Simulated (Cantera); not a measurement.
A Cantera script and what it prints.

```python
import numpy as np
import cantera as ct

gas_names = [...]  # 113 gases of nasa_gas.yaml made of C, Cu, H, O
cond_names = """
    C(gr) C6H6(L) C7H8(L) C8H18(L),n-octa Cu(cr) Cu(L) CuO(s) CuO2H2(s) Cu2O(s) Cu2O(L) H2O(s) H2O(L)
""".split()


# ... load() reads the species with a 1 bar reference pressure and builds the phases ...
atoms = {
    'CuO': {'Cu': 1, 'O': 1},
    'C': {'C': 1},
    'H2': {'H': 2},
}
top_T = {'C(gr)': 4500, 'CuO(s)': 1390}  # K; cautious upper limits of use, not melting points


# ... equilibrate(T, P, feed) seeds the gas with the atoms and calls Mixture.equilibrate('TP', solver="vcs", rtol=1e-11, max_steps=5000) ...
results = []
feed = {'CuO': 1, 'C': 0.35, 'H2': 1.4}  # mol
P = 133.322  # Pa
for T in [948, 1048, 1148, 1248, 1348, 1448, 1548, 1648, 1748, 1848, 1948, 2048]:
    mix = equilibrate(T, P, feed)
    results.append((T, P, feed, dict(zip(mix.species_names, mix.species_moles))))

top = {s: max(r[3][s] / sum(r[3][g] for g in gas_names) for r in results) for s in gas_names}
cols = sorted((s for s in top if top[s] > 0.0001), key=lambda s: -top[s])[:5]
seen = [c for c in cond_names if any(r[3].get(c, 0) > 1e-12 for r in results)]
print("log10 of partial pressures in bar; condensed amounts in mol")
print(f"{'T/K':>10s}" + "".join(f"{s[:9]:>10s}" for s in cols + seen))
for T, P, feed, n in results:
    ng = sum(n[g] for g in gas_names)
    print(f"{T:10.4g}" + "".join(f"{np.log10(max(n[s] / ng * P / 1e5, 1e-99)):10.3f}" for s in cols)
          + "".join(f"{n.get(c, 0):10.4g}" for c in seen))
```

It prints:

```
log10 of partial pressures in bar; condensed amounts in mol
       T/K        H2        Cu       H2O        CO       CO2    Cu(cr)     Cu(L)
       948    -3.154   -11.763    -3.437    -3.863    -3.888         1         0
      1048    -3.168   -10.009    -3.412    -3.799    -3.968         1         0
      1148    -3.179    -8.565    -3.393    -3.755    -4.042         1         0
      1248    -3.188    -7.356    -3.380    -3.724    -4.108    0.9999         0
      1348    -3.194    -6.329    -3.369    -3.702    -4.168    0.9994         0
      1448    -3.201    -5.479    -3.363    -3.686    -4.222         0    0.9956
      1548    -3.210    -4.745    -3.361    -3.678    -4.275         0     0.976
      1648    -3.235    -4.102    -3.377    -3.689    -4.337         0    0.8895
      1748    -3.321    -3.536    -3.455    -3.763    -4.455         0    0.5076
      1848    -3.416    -3.317    -3.542    -3.846    -4.576         0         0
      1948    -3.426    -3.319    -3.544    -3.844    -4.604         0         0
      2048    -3.442    -3.322    -3.550    -3.844    -4.629         0         0
```

These are equilibrium values from Cantera (NASA tables, ideal gas, pure condensed phases), not measurements of a reactor.
